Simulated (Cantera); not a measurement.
Input: 1 mol SiCl4, 0.64 mol HCl, 0.66 mol H2, at 1348 K and 190000 Pa.

These are equilibrium values from Cantera (NASA tables, ideal gas, pure condensed phases), not measurements of a reactor. Candidate condensed phases: Si; 19 gas species. The tables' values for SiCl3 are old estimates; treat these amounts as uncertain. Rates play no part.

Base state: SiCl4 0.398, HCl 0.311, H2 0.257, SiHCl3 0.0187, SiCl3 0.0126, SiCl2 0.00200, SiH2Cl2 0.000127 (mole fractions); condensed: gas only.

What changes in the equilibrium state with this change: 0.1 mol Cl2 added?


```json
[
 {"species": "SiCl4", "before": "0.398", "after": "0.391"},
 {"species": "HCl", "before": "0.311", "after": "0.372"},
 {"species": "H2", "before": "0.257", "after": "0.213"},
 {"species": "SiHCl3", "before": "0.0187", "after": "0.0127"},
 {"species": "SiCl3", "before": "0.0126", "after": "0.00942"},
 {"species": "SiH2Cl2", "before": "0.000127", "after": "6.02e-5"},
 {"species": "SiCl2", "before": "0.00200", "after": "0.00114"}
]
```
